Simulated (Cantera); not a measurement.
Feed: 1 mol Si, a varied amount of HCl, held at 0.218 Torr.

Method: chemical equilibrium by Gibbs-energy minimisation in Cantera with the NASA 1993 tables (ideal gas, pure condensed phases). Candidate condensed phases: Si; 19 gas species. The tables' values for SiCl₃ are old estimates. Kinetics and transport are ignored.

Problem. What condenses at these points (T in K, n(HCl) in mol): (1100, 8.1); (1400, 10); (1250, 8.1); (875, 3.5); (725, 3.5)?

Solution. 
```csv
T (K),n(HCl) in mol,condensed phases,Si condensed (%)
1100,8.1,gas only,0.0
1400,10,gas only,0.0
1250,8.1,gas only,0.0
875,3.5,Si,13.0
725,3.5,Si,11.7
```
